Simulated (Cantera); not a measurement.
Charge: 1 mol CO, 0.21 mol O₂, 8.1 mol H₂, held at 101000 Pa.

Equilibrium computed with Cantera from the NASA thermochemical tables; the gas is ideal and each condensed phase is pure. Candidate condensed phases: C, C₆H₆, C₇H₈, C₈H₁₈, H₂O; 131 gas species. Ions and electrons are included (thermal ionisation). The numbers say what is thermodynamically allowed, not how fast it happens. All values below are at 4727 °C.

Base state: H 0.898, CO 0.0577, O 0.0236, H₂ 0.0197, OH 0.000965, C 0.000254, H₂O 2.63e-5, O₂ 1.15e-5 (mole fractions); condensed: gas only.

Q: What changes in the equilibrium state with this change: pressure from 101000 Pa to 1330 Pa?

A: 
```
species    before     after
-------  --------  --------
H           0.898     0.909
CO         0.0577    0.0456
O          0.0236    0.0341
H₂         0.0197  0.000267
C        0.000254    0.0105
H₂O       2.63e-5   6.76e-9
C+        2.29e-7   4.49e-5
OH       0.000965   1.86e-5
O₂        1.15e-5   3.17e-7
e-        3.70e-6   5.95e-5
```

Q: What changes in the equilibrium state with this change: O₂ from 0.21 to 1.3 mol?

A: 
| species | before | after |
|---|---|---|
| H | 0.898 | 0.799 |
| O | 0.0236 | 0.129 |
| CO | 0.0577 | 0.0515 |
| H₂ | 0.0197 | 0.0156 |
| O₂ | 1.15e-5 | 0.000342 |
| C | 0.000254 | 4.15e-5 |
| CO₂ | 7.96e-6 | 3.88e-5 |
| OH | 0.000965 | 0.00469 |
